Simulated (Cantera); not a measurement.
Hydrocarbon pyrolysis for carbon deposition

An isothermal, constant-pressure homogeneous reactor starts with CH₄ : N₂ = 1 : 6 (molar parts), at 1800 K and 1.50 Torr.

Model: GRI-Mech 3.0 (53 species, 325 reactions), integrated in Cantera. GRI-Mech 3.0 stops at C3 and has no aromatics, soot or wall deposition, so with more carbon than oxygen in the feed, carbon stays in small species such as C2H2 where larger ones or solid carbon would form. Radical loss at walls, strong at low pressure, is not modelled.

```json
[
 {"t (s)": "0.000100", "x CH₄": "0.143", "x C₂H": "<1e-12", "x C₂H₂": "<1e-12", "x CH₃": "2.29e-6", "x CH₂": "2.46e-12"},
 {"t (s)": "0.000282", "x CH₄": "0.143", "x C₂H": "<1e-12", "x C₂H₂": "<1e-12", "x CH₃": "7.82e-6", "x CH₂": "3.87e-11"},
 {"t (s)": "0.000795", "x CH₄": "0.143", "x C₂H": "<1e-12", "x C₂H₂": "1.10e-12", "x CH₃": "2.45e-5", "x CH₂": "3.60e-10"},
 {"t (s)": "0.00224", "x CH₄": "0.143", "x C₂H": "<1e-12", "x C₂H₂": "1.26e-10", "x CH₃": "7.15e-5", "x CH₂": "2.54e-9"},
 {"t (s)": "0.00631", "x CH₄": "0.143", "x C₂H": "<1e-12", "x C₂H₂": "1.03e-8", "x CH₃": "0.000204", "x CH₂": "1.76e-8"},
 {"t (s)": "0.0178", "x CH₄": "0.142", "x C₂H": "1.20e-11", "x C₂H₂": "7.25e-7", "x CH₃": "0.000575", "x CH₂": "1.25e-7"},
 {"t (s)": "0.0502", "x CH₄": "0.140", "x C₂H": "1.51e-9", "x C₂H₂": "4.84e-5", "x CH₃": "0.00159", "x CH₂": "8.40e-7"},
 {"t (s)": "0.141", "x CH₄": "0.122", "x C₂H": "7.27e-8", "x C₂H₂": "0.00292", "x CH₃": "0.00358", "x CH₂": "4.03e-6"},
 {"t (s)": "0.399", "x CH₄": "0.0565", "x C₂H": "7.89e-7", "x C₂H₂": "0.0340", "x CH₃": "0.00271", "x CH₂": "5.12e-6"},
 {"t (s)": "1.12", "x CH₄": "0.0168", "x C₂H": "1.49e-6", "x C₂H₂": "0.0544", "x CH₃": "0.00103", "x CH₂": "3.00e-6"},
 {"t (s)": "3.17", "x CH₄": "0.00329", "x C₂H": "2.54e-6", "x C₂H₂": "0.0609", "x CH₃": "0.000314", "x CH₂": "1.58e-6"},
 {"t (s)": "8.93", "x CH₄": "0.000356", "x C₂H": "4.89e-6", "x C₂H₂": "0.0622", "x CH₃": "6.44e-5", "x CH₂": "6.40e-7"},
 {"t (s)": "25.2", "x CH₄": "2.18e-5", "x C₂H": "8.70e-6", "x C₂H₂": "0.0623", "x CH₃": "7.01e-6", "x CH₂": "1.25e-7"},
 {"t (s)": "71.0", "x CH₄": "9.28e-7", "x C₂H": "1.02e-5", "x C₂H₂": "0.0623", "x CH₃": "3.49e-7", "x CH₂": "7.33e-9"},
 {"t (s)": "200", "x CH₄": "5.49e-7", "x C₂H": "1.02e-5", "x C₂H₂": "0.0623", "x CH₃": "2.07e-7", "x CH₂": "4.36e-9"}
]
```
x: mole fraction; the columns are a selection and need not sum to one.

Equilibrium at this temperature and pressure: CH₄ 1.40e-6, C₂H 3.77e-6, C₂H₂ 0.0230, CH₃ 5.28e-7, CH₂ 1.11e-8 (gas phase only).
